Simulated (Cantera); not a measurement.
An isothermal, constant-pressure homogeneous reactor starts with H₂ : O₂ : N₂ = 1.7 : 1 : 1.2 (molar parts), equivalence ratio 0.85, at 750 K and 0.987 atm.

Detailed kinetics in Cantera: the H2/O2 subset of GRI-Mech 3.0, which has no nitrogen chemistry. Below about 950 K walls govern HO2 and H2O2 in real vessels. The temperature is held fixed by assumption; the heat of reaction is taken as removed at once.

**Question.** Predict: x(H₂) at 200 s; x(O₂) at 200 s; x(H₂O₂) at 200 s; x(HO₂) at 200 s; x(H₂O) at 200 s.

**Answer.** 
| Item | Result |
|---|---|
| x(H₂) at 200 s | 0.409 (gas-phase equilibrium <1e-12) |
| x(O₂) at 200 s | 0.243 (gas-phase equilibrium 0.0492) |
| x(H₂O₂) at 200 s | 0.00204 (gas-phase equilibrium 4.97e-12) |
| x(HO₂) at 200 s | 4.45e-6 (gas-phase equilibrium 3.59e-12) |
| x(H₂O) at 200 s | 0.0330 (gas-phase equilibrium 0.557) |
